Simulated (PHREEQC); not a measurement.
Solution (13 °C): 0.18 mol/kgw NaH2PO4 and 0.00095 mol/kgw Na2SO4. Closed to the air; pH follows from the charge balance.

Equilibrium calculation in PHREEQC: ion-association model, phreeqc.dat.

Each row changes one thing in this solution. Precipitation was switched off in this run.

| case | pH | ionic strength (mol/kgw) |
|---|---|---|
| as made | 4.40 | 0.183 |
| NaH2PO4 from 0.18 to 0.36 mol/kgw | 4.32 | 0.363 |
| Na2SO4 from 0.00095 to 0.00475 mol/kgw | 4.40 | 0.193 |
| NaH2PO4 left out | 7.22 | 0.00284 |
| 0.0086 mol/kgw Na2CO3 added | 5.76 | 0.212 |
| NaH2PO4 from 0.18 to 0.036 mol/kgw | 4.57 | 0.0389 |
| diluted 2-fold with water | 4.48 | 0.0916 |
| Na2SO4 replaced by NaCl at the same molality | 4.40 | 0.182 |
| temperature from 13 to 35 °C | 4.42 | 0.183 |

Away from 25 °C the constants follow the database's enthalpies or fits; those with neither stay at their 25 °C values.
